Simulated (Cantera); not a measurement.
Input (Python, Cantera) and output of one run.

```python
import numpy as np
import cantera as ct

gas_names = [...]  # 95 gases of nasa_gas.yaml made of C, F, H
cond_names = """
    C(gr) C6H6(L) C7H8(L) C8H18(L),n-octa
""".split()


# ... load() reads the species with a 1 bar reference pressure and builds the phases ...
atoms = {
    'CF4': {'C': 1, 'F': 4},
    'H2': {'H': 2},
}
top_T = {'C(gr)': 4500}  # K; cautious upper limits of use, not melting points


# ... equilibrate(T, P, feed) seeds the gas with the atoms and calls Mixture.equilibrate('TP', solver="vcs", rtol=1e-11, max_steps=5000) ...
results = []
feed = {'CF4': 1, 'H2': 0.26}  # mol
P = 3.8  # Pa
for T in [1600, 1800, 2000, 2200, 2400, 2600, 2800]:
    mix = equilibrate(T, P, feed)
    results.append((T, P, feed, dict(zip(mix.species_names, mix.species_moles))))

top = {s: max(r[3][s] / sum(r[3][g] for g in gas_names) for r in results) for s in gas_names}
cols = sorted((s for s in top if top[s] > 1e-06), key=lambda s: -top[s])[:5]
seen = [c for c in cond_names if any(r[3].get(c, 0) > 1e-12 for r in results)]
print("log10 of partial pressures in bar; condensed amounts in mol")
print(f"{'T/K':>10s}" + "".join(f"{s[:9]:>10s}" for s in cols + seen))
for T, P, feed, n in results:
    ng = sum(n[g] for g in gas_names)
    print(f"{T:10.4g}" + "".join(f"{np.log10(max(n[s] / ng * P / 1e5, 1e-99)):10.3f}" for s in cols)
          + "".join(f"{n.get(c, 0):10.4g}" for c in seen))
```

Output:

```
log10 of partial pressures in bar; condensed amounts in mol
       T/K         F       CF4        HF       CF2         C     C(gr)
      1600    -6.177    -4.646    -4.858    -6.085   -15.201    0.1205
      1800    -5.091    -4.896    -4.969    -5.202   -12.597   0.07419
      2000    -4.587    -6.559    -5.235    -5.232   -10.517     0.438
      2200    -4.504    -9.239    -5.293    -5.920    -8.816      0.84
      2400    -4.496   -11.718    -5.311    -6.620    -7.401    0.8582
      2600    -4.533   -14.002    -5.402    -7.312    -6.213         0
      2800    -4.537   -16.285    -5.677    -8.290    -5.635         0
```

Equilibrium computed with Cantera from the NASA thermochemical tables; the gas is ideal and each condensed phase is pure. Gases not in the tables: C2F6 and larger saturated fluorocarbons.
